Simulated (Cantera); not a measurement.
Charge: 1 mol SiHCl3, a varied amount of NH3, 26 mol N2, at 1175 K and 4700 Pa.

These are equilibrium values from Cantera (NASA tables, ideal gas, pure condensed phases), not measurements of a reactor. Candidate condensed phases: NH4Cl, Si, Si3N4; 28 gas species. Rates play no part.

**Question.** At 14 mol NH3, list the 3 most abundant gas species with their mole fractions, and the condensed phases.

**Answer.** N2 0.584, H2 0.361, HCl 0.0542. Condensed: Si3N4(s).
